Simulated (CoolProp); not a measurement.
A single-stage vapour-compression cycle with R236FA: evaporating at 229.15 K (dew point), condensing at 259.15 K (bubble point), superheat 10 K, subcooling 2 K, compressor efficiency 0.85, no pressure losses. Each further row changes one setting.

Model: reference Helmholtz-energy equation of state, Pan 2012, in CoolProp.

```json
[
 {"case": "as stated", "cooling COP": "5.87", "pressure ratio": "5.11", "discharge temperature (K)": "275.4", "refrigerating effect (kJ/kg)": "154", "volumetric capacity (kJ/m³)": "136"},
 {"case": "evaporating temperature 234.15 K", "cooling COP": "7.35", "pressure ratio": "3.75", "discharge temperature (K)": "273.8", "refrigerating effect (kJ/kg)": "158", "volumetric capacity (kJ/m³)": "186"},
 {"case": "condensing temperature 254.15 K", "cooling COP": "7.20", "pressure ratio": "4.02", "discharge temperature (K)": "269.9", "refrigerating effect (kJ/kg)": "160", "volumetric capacity (kJ/m³)": "141"},
 {"case": "subcooling 7 K", "cooling COP": "6.10", "pressure ratio": "5.11", "discharge temperature (K)": "275.4", "refrigerating effect (kJ/kg)": "160", "volumetric capacity (kJ/m³)": "141"},
 {"case": "superheat 20 K", "cooling COP": "5.90", "pressure ratio": "5.11", "discharge temperature (K)": "285.9", "refrigerating effect (kJ/kg)": "162", "volumetric capacity (kJ/m³)": "137"},
 {"case": "compressor efficiency 0.75", "cooling COP": "5.18", "pressure ratio": "5.11", "discharge temperature (K)": "279.8", "refrigerating effect (kJ/kg)": "154", "volumetric capacity (kJ/m³)": "136"}
]
```
